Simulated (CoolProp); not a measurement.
Vapour-liquid equilibrium of R114 (1) + R113 (2) at 337.1 K; x and y are mole fractions of (1).

Computed with CoolProp (multi-fluid Helmholtz-energy mixture model, Platzer 1990 and Marx 1992; pair parameters Bell 2016). This equation is an older, rougher fit; its heat capacities, sound speeds and derivatives of the liquid may be far off and weren't checked against measurements.

Give the bubble pressure and the first vapour's composition at x = 0.125, 0.275, 0.725. Is there an azeotrope?

x = 0.125: 2.246 bar, y = 0.327; x = 0.275: 2.931 bar, y = 0.562; x = 0.725: 5.040 bar, y = 0.892. No azeotrope shows between x = 0.05 and 0.95.

The pair parameters rest on a limited set of measurements; away from them the model extrapolates.
